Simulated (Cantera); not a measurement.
An isothermal, constant-pressure homogeneous reactor starts with N₂O = 1 (molar parts), at 1250 K and 143 Torr.

Computed with Cantera and GRI-Mech 3.0 (53 species, 325 reactions). GRI-Mech 3.0 was tuned for natural gas; its chemistry of N2O as a main component is partial and can be far from experiment. The mechanism lacks the step 2 NO + O2 → 2 NO2, which can matter for NO2 below about 1400 K. The temperature is held fixed by assumption; the heat of reaction is taken as removed at once.

Predict: x(N₂O) at 3.00 s; x(NO) at 3.00 s; x(N₂) at 3.00 s; x(NO₂) at 3.00 s; x(O₂) at 3.00 s; x(O) at 3.00 s.


```json
{
 "x(N₂O) at 3.00 s": "0.336 (gas-phase equilibrium 8.96e-9)",
 "x(NO) at 3.00 s": "0.0544 (gas-phase equilibrium 0.000329)",
 "x(N₂) at 3.00 s": "0.416 (gas-phase equilibrium 0.667)",
 "x(NO₂) at 3.00 s": "0.000110 (gas-phase equilibrium 2.41e-6)",
 "x(O₂) at 3.00 s": "0.194 (gas-phase equilibrium 0.333)",
 "x(O) at 3.00 s": "3.38e-6 (gas-phase equilibrium 9.23e-8)"
}
```
